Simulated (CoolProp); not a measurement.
Vapour-liquid equilibrium of C2F6 (R116) (1) + R134a (2) at 312 kPa; x and y are mole fractions of (1).

Values from CoolProp's multi-fluid Helmholtz-energy mixture model, Lemmon 2006 and Tillner-Roth 1994; pair parameters Bell 2016.

Task: Give the bubble temperature and the first vapour's composition at x = 0.65, 0.8, 0.95. Is there an azeotrope?

Result: x = 0.65: 222.8 K, y = 0.925; x = 0.8: 221.5 K, y = 0.941; x = 0.95: 219.6 K, y = 0.979. No azeotrope shows between x = 0.05 and 0.95.

The pair parameters rest on a limited set of measurements; away from them the model extrapolates. With so large a gap from Raoult's law the liquid may split in two, which this calculation doesn't test in full.
